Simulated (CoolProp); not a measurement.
R143a at several states: fugacity coefficient from the reference equation and from simpler models built on Tc = 72.7 °C, pc = 3762 kPa, ω = 0.261; each cubic takes its own stable root.

Computed with CoolProp (reference Helmholtz-energy equation of state, Lemmon and Jacobsen 2000).

```
T (°C)  p (kPa)  phase  reference
------  -------  -----  ---------
163.15     1060    gas     0.9554
197.65      748    gas     0.9765
125.75      633    gas     0.9627
-26.75      179    gas     0.9405
111.55      389    gas     0.9738
```

### Question
How far does each simpler model (Redlich-Kwong, Soave-Redlich-Kwong, Peng-Robinson) lie from the reference over these 5 states: mean and median of the absolute difference, and the worst?

### Answer
- Redlich-Kwong: mean 0.5 %, median 0.3 %, worst +1.9 % at -26.75 °C and 179 kPa
- Soave-Redlich-Kwong: mean 0.5 %, median 0.3 %, worst +1.4 % at -26.75 °C and 179 kPa
- Peng-Robinson: mean 0.4 %, median 0.2 %, worst +1.2 % at -26.75 °C and 179 kPa
